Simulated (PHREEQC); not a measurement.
Dissolve 3.3 mmol/kgw NH4Cl, 0.98 mmol/kgw NaOH and 0.19 mmol/kgw LiCl at 52 °C. Closed to the air; pH follows from the charge balance.

Model: ion-association model, wateq4f.dat, run in PHREEQC.

```
quantity                    before    after
------------------------  --------  -------
pH                            8.14     8.72
ionic strength (mol/kgw)   0.00350  0.00352
NH4+ (mol/kgw)             0.00233  0.00235
NH3 (mol/kgw)             0.000971  0.00375
SI of Halite (NaCl)          -7.16    -7.16
```

Problem. Name the change that produced these shifts.
(A) 0.0028 mol/kgw NH3 added
(B) diluted 100-fold with water
(C) diluted 5-fold with water
(D) LiCl replaced by MgCl2 at the same molality
(E) temperature from 52 to 25 °C

Solution. A, 0.0028 mol/kgw NH3 added

No solid was allowed to form. At this temperature some constants are extrapolated from 25 °C, and those without enthalpy data are left unchanged.
